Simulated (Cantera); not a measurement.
A Cantera script and what it prints.

```python
import numpy as np
import cantera as ct

gas_names = [...]  # 47 gases of nasa_gas.yaml made of Cl, H, N, O, Si
cond_names = """
    H2O(s) H2O(L) NH4CL(a) NH4CL(b) Si(cr) Si(L) SiO2(Lqz) SiO2(hqz) SiO2(L) Si2N2O(s) Si3N4(a)
""".split()


# ... load() reads the species with a 1 bar reference pressure and builds the phases ...
atoms = {
    'SiH2Cl2': {'Si': 1, 'H': 2, 'CL': 2},
    'NO': {'N': 1, 'O': 1},
    'N2': {'N': 2},
    'O2': {'O': 2},
}
top_T = {'Si2N2O(s)': 2100, 'Si3N4(a)': 2400}  # K; cautious upper limits of use, not melting points


# ... equilibrate(T, P, feed) seeds the gas with the atoms and calls Mixture.equilibrate('TP', solver="vcs", rtol=1e-11, max_steps=5000) ...
results = []
feed = {'SiH2Cl2': 1, 'NO': 0.24, 'N2': 4.4, 'O2': 1.8}  # mol
P = 1000  # Pa
for T in [1248, 1298, 1348, 1398, 1448, 1498, 1548, 1598, 1648, 1698, 1748, 1798, 1848, 1898]:
    mix = equilibrate(T, P, feed)
    results.append((T, P, feed, dict(zip(mix.species_names, mix.species_moles))))
    x = sorted(zip(gas.X, gas.species_names), reverse=True)
    print(f"T = {T:g} K  P = {P:g} Pa  gas = {mix.phase_moles(0):.4g} mol")
    print("   x: " + "  ".join(f"{s} {v:.3e}" for v, s in x if v > 0.001))
    print("   condensed (mol): " + ("  ".join(f"{mix.phase(i).name} {mix.phase_moles(i):.4g}"
          for i in range(1, mix.n_phases) if mix.phase_moles(i) > 1e-12) or "none"))
```

It prints:

```
T = 1248 K  P = 1000 Pa  gas = 7.415 mol
   x: N2 6.095e-01  HCL 2.400e-01  O2 1.166e-01  H2O 1.485e-02  CL2 1.086e-02  CL 7.978e-03
   condensed (mol): SiO2(hqz) 1
T = 1298 K  P = 1000 Pa  gas = 7.428 mol
   x: N2 6.083e-01  HCL 2.400e-01  O2 1.164e-01  H2O 1.459e-02  CL 1.147e-02  CL2 8.858e-03
   condensed (mol): SiO2(hqz) 1
T = 1348 K  P = 1000 Pa  gas = 7.443 mol
   x: N2 6.071e-01  HCL 2.390e-01  O2 1.160e-01  CL 1.570e-02  H2O 1.486e-02  CL2 7.010e-03
   condensed (mol): SiO2(hqz) 1
T = 1398 K  P = 1000 Pa  gas = 7.458 mol
   x: N2 6.058e-01  HCL 2.368e-01  O2 1.153e-01  CL 2.054e-02  H2O 1.565e-02  CL2 5.386e-03
   condensed (mol): SiO2(hqz) 1
T = 1448 K  P = 1000 Pa  gas = 7.473 mol
   x: N2 6.045e-01  HCL 2.337e-01  O2 1.143e-01  CL 2.584e-02  H2O 1.694e-02  CL2 4.038e-03
   condensed (mol): SiO2(hqz) 1
T = 1498 K  P = 1000 Pa  gas = 7.488 mol
   x: N2 6.033e-01  HCL 2.296e-01  O2 1.131e-01  CL 3.146e-02  H2O 1.868e-02  CL2 2.980e-03
   condensed (mol): SiO2(hqz) 1
T = 1548 K  P = 1000 Pa  gas = 7.502 mol
   x: N2 6.020e-01  HCL 2.249e-01  O2 1.116e-01  CL 3.734e-02  H2O 2.079e-02  CL2 2.183e-03
   condensed (mol): SiO2(hqz) 1
T = 1598 K  P = 1000 Pa  gas = 7.516 mol
   x: N2 6.008e-01  HCL 2.194e-01  O2 1.100e-01  CL 4.341e-02  H2O 2.320e-02  CL2 1.599e-03  NO 1.213e-03
   condensed (mol): SiO2(hqz) 1
T = 1648 K  P = 1000 Pa  gas = 7.53 mol
   x: N2 5.995e-01  HCL 2.135e-01  O2 1.083e-01  CL 4.967e-02  H2O 2.584e-02  NO 1.481e-03  CL2 1.175e-03
   condensed (mol): SiO2(hqz) 1
T = 1698 K  P = 1000 Pa  gas = 7.544 mol
   x: N2 5.983e-01  HCL 2.073e-01  O2 1.064e-01  CL 5.607e-02  H2O 2.865e-02  NO 1.785e-03
   condensed (mol): SiO2(L) 1
T = 1748 K  P = 1000 Pa  gas = 7.558 mol
   x: N2 5.970e-01  HCL 2.007e-01  O2 1.044e-01  CL 6.259e-02  H2O 3.155e-02  NO 2.126e-03
   condensed (mol): SiO2(L) 1
T = 1798 K  P = 1000 Pa  gas = 7.573 mol
   x: N2 5.956e-01  HCL 1.939e-01  O2 1.022e-01  CL 6.920e-02  H2O 3.451e-02  NO 2.504e-03  OH 1.057e-03
   condensed (mol): SiO2(L) 1
T = 1848 K  P = 1000 Pa  gas = 7.588 mol
   x: N2 5.942e-01  HCL 1.869e-01  O2 1.000e-01  CL 7.585e-02  H2O 3.746e-02  NO 2.919e-03  OH 1.471e-03
   condensed (mol): SiO2(L) 1
T = 1898 K  P = 1000 Pa  gas = 7.604 mol
   x: N2 5.927e-01  HCL 1.799e-01  O2 9.764e-02  CL 8.252e-02  H2O 4.035e-02  NO 3.370e-03  OH 2.006e-03
   condensed (mol): SiO2(L) 0.9999
```

Cantera equilibrium calculation (NASA polynomials, part measured and part estimated; ideal gas, pure solids and liquids). The tables hold silica as quartz up to 1696 K and as liquid above; real silica turns to tridymite and cristobalite and melts near 1996 K.
